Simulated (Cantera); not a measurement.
Feed: 1 mol CH3F, 0.59 mol CH4, at 1750 °C and 74.0 Pa.

Method: chemical equilibrium by Gibbs-energy minimisation in Cantera with the NASA 1993 tables (ideal gas, pure condensed phases). Candidate condensed phases: C, C6H6, C7H8, C8H18; 95 gas species. Kinetics and transport are ignored.

Base state: H2 0.638, HF 0.306, H 0.0558, C2H2 (acetylene) 0.000570, F 1.21e-5 (mole fractions); condensed: C(graphite).

Q: What changes in the equilibrium state with this change: temperature from 1750 °C to 902 °C?

A: 
| species | before | after |
|---|---|---|
| H2 | 0.638 | 0.686 |
| HF | 0.306 | 0.314 |
| H | 0.0558 | 3.73e-6 |
| C2H2 (acetylene) | 0.000570 | 4.37e-8 |
| F | 1.21e-5 | <1e-9 |
| C(graphite), mol | 1.59 | 1.59 |
